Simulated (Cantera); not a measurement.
Feed: 1 mol PbO, 0.42 mol H2, equilibrated at 0.195 Torr.

Method: chemical equilibrium by Gibbs-energy minimisation in Cantera with the NASA 1993 tables (ideal gas, pure condensed phases). Candidate condensed phases: H2O, Pb, PbO, PbO2, Pb3O4; 12 gas species. Mutual solubility and eutectic melting of coexisting phases are not modelled. Equilibrium is a limit: real reactors are often held back by kinetics, nucleation or transport.

Question: What share of the Pb ends up in condensed phases as a function of T (°C), at 377, 427, 477, 527, 577, 627, 677, 727, 777, 827, 877?

Answer: 
| T (°C) | Pb condensed (%) | as |
|---|---|---|
| 377 | 100.0 | Pb(l) + PbO(red) |
| 427 | 100.0 | Pb(l) + PbO(red) |
| 477 | 100.0 | Pb(l) + PbO(red) |
| 527 | 100.0 | Pb(l) + PbO(yellow) |
| 577 | 99.9 | Pb(l) + PbO(yellow) |
| 627 | 99.8 | Pb(l) + PbO(yellow) |
| 677 | 99.2 | Pb(l) + PbO(yellow) |
| 727 | 97.2 | Pb(l) + PbO(yellow) |
| 777 | 90.5 | Pb(l) + PbO(yellow) |
| 827 | 59.7 | Pb(l) + PbO(yellow) |
| 877 | 49.9 | PbO(yellow) |
